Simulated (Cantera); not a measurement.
A perfectly stirred reactor is fed with CH3OH : O2 : N2 = 0.02 : 0.0093 : 1 (molar parts), at 7.00 bar; it is held at 1273 K, and followed from long to short residence time.

Computed with Cantera and GRI-Mech 3.0 (53 species, 325 reactions). GRI-Mech 3.0 was tuned for natural gas; its chemistry of methanol as a main component is partial and can be far from experiment.

Problem. What does this change do: CH3OH 0.02 to 0.0029 parts?

Solution. 
```
quantity                   before     after
-----------------------  --------  --------
x(CH3OH) at τ = 0.980 s   5.48e-6   1.97e-6
x(O2) at τ = 0.980 s      4.97e-5   0.00492
x(C2H) at τ = 0.980 s      <1e-12    <1e-12
x(HCN) at τ = 0.980 s     1.45e-9    <1e-12
x(CO2) at τ = 0.980 s     0.00406   0.00279
x(CH3OH) at τ = 26.0 ms   7.49e-5   2.54e-5
x(O2) at τ = 26.0 ms     0.000468   0.00537
x(C2H) at τ = 26.0 ms      <1e-12    <1e-12
x(HCN) at τ = 26.0 ms     4.88e-9  2.16e-12
x(CO2) at τ = 26.0 ms     0.00245   0.00200
```

Problem. What does this change do: N2 1 to 0.28 parts?

Solution. 
```
quantity                   before     after
-----------------------  --------  --------
x(CH3OH) at τ = 0.980 s   5.48e-6   1.40e-5
x(O2) at τ = 0.980 s      4.97e-5   9.47e-5
x(C2H) at τ = 0.980 s      <1e-12    <1e-12
x(HCN) at τ = 0.980 s     1.45e-9  4.49e-10
x(CO2) at τ = 0.980 s     0.00406    0.0136
x(CH3OH) at τ = 26.0 ms   7.49e-5  0.000257
x(O2) at τ = 26.0 ms     0.000468  0.000904
x(C2H) at τ = 26.0 ms      <1e-12    <1e-12
x(HCN) at τ = 26.0 ms     4.88e-9  7.92e-10
x(CO2) at τ = 26.0 ms     0.00245    0.0111
```
The temperature is held fixed by assumption; the heat of reaction is taken as removed at once.
